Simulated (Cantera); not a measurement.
Charge: 1 mol SiHCl₃, 13 mol N₂.

Cantera equilibrium calculation (NASA polynomials, part measured and part estimated; ideal gas, pure solids and liquids). Candidate condensed phases: NH₄Cl, Si, Si₃N₄; 28 gas species. The tables' values for SiCl₃ are old estimates. Kinetics and transport are ignored.

**Question.** What condenses at these points (T in K, P in Pa): (1648, 8400); (1723, 17); (1848, 5); (1773, 2400); (1823, 2400)?

**Answer.** 
| T (K) | P in Pa | condensed phases | Si condensed (%) |
|---|---|---|---|
| 1648 | 8400 | Si₃N₄ | 1.2 |
| 1723 | 17 | gas only | 0.0 |
| 1848 | 5 | gas only | 0.0 |
| 1773 | 2400 | gas only | 0.0 |
| 1823 | 2400 | gas only | 0.0 |
